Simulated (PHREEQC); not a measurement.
Dissolve 4 mmol/kgw CaCl2 and 12 mmol/kgw NaCl at 40 °C. Closed to the air; pH follows from the charge balance.

Computed with PHREEQC (ion-association model, phreeqc.dat).

| quantity | before | after |
|---|---|---|
| pH | 6.76 | 6.76 |
| ionic strength (mol/kgw) | 0.0240 | 0.0132 |
| SI of Halite (NaCl) | -5.33 | -5.50 |

Task: Name the change that produced these shifts.
A) NaCl from 0.012 to 0.0108 mol/kgw
B) CaCl2 replaced by PbCl2 at the same molality
C) CaCl2 from 0.004 to 0.0004 mol/kgw
D) diluted 100-fold with water
E) 0.0035 mol/kgw Na2CO3 added

Result: C, CaCl2 from 0.004 to 0.0004 mol/kgw

This is a speciation only: nothing precipitates in the calculation. Away from 25 °C the constants follow the database's enthalpies or fits; those with neither stay at their 25 °C values.
